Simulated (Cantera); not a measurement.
Input (Python, Cantera):

```python
import numpy as np
import cantera as ct

surf = ct.Interface("diamond.yaml", "diamond_100")
gas, bulk = surf.adjacent["gas"], surf.adjacent["diamond"]
k = surf.kinetics_species_index(bulk.species_names[0])
cover = ["c6HH", "c6H*", "c6*H", "c6**", "c6HM", "c6B"]

rows, drift = [], 0.0
print(f"{'xH':>10s}{'um/h':>11s}" + "".join(f"{s:>11s}" for s in cover))
for v in [0.0001, 0.00023, 0.00053, 0.0012, 0.0028, 0.0063, 0.015, 0.033, 0.076]:
    T, P, xH, xCH3 = 948, 1200, v, 2.2e-05
    gas.TPX = T, P, {"H": xH, "CH3": xCH3, "CH4": 0.0029, "H2": 1 - xH - xCH3 - 0.0029}
    surf.TP = bulk.TP = T, P
    surf.coverages = "c6H*:0.1, c6HH:0.9"
    surf.advance_coverages(100.0)
    before = surf.coverages
    surf.advance_coverages(100.0)
    drift = max(drift, np.max(np.abs(surf.coverages - before) / (surf.coverages + 1e-9)))
    rate = surf.net_production_rates[k] * bulk.mean_molecular_weight / bulk.density * 3.6e9
    rows.append([rate, *surf[cover].coverages])
    print(f"{v:10.4g}{rate:11.4e}" + "".join(f"{x:11.3e}" for x in rows[-1][1:]))
```

Result:

```
        xH       um/h       c6HH       c6H*       c6*H       c6**       c6HM        c6B
    0.0001 2.9146e-02  6.300e-01  1.263e-02  3.018e-01  3.878e-03  3.952e-02  7.909e-11
   0.00023 5.1271e-02  6.280e-01  1.314e-02  3.140e-01  5.042e-03  3.049e-02  1.391e-10
   0.00053 7.3913e-02  6.329e-01  1.351e-02  3.228e-01  5.814e-03  1.917e-02  2.006e-10
    0.0012 9.0309e-02  6.382e-01  1.374e-02  3.283e-01  6.240e-03  1.037e-02  2.451e-10
    0.0028 1.0016e-01  6.418e-01  1.387e-02  3.314e-01  6.461e-03  4.934e-03  2.718e-10
    0.0063 1.0489e-01  6.436e-01  1.394e-02  3.329e-01  6.561e-03  2.297e-03  2.846e-10
     0.015 1.0723e-01  6.445e-01  1.399e-02  3.336e-01  6.610e-03  9.866e-04  2.910e-10
     0.033 1.0821e-01  6.449e-01  1.405e-02  3.338e-01  6.635e-03  4.525e-04  2.936e-10
     0.076 1.0872e-01  6.450e-01  1.416e-02  3.339e-01  6.656e-03  1.974e-04  2.950e-10
```

Cantera simulation using the Harris–Goodwin 1993 mechanism for the reconstructed diamond (100) surface; the numbers are that mechanism's predictions, not measurements.
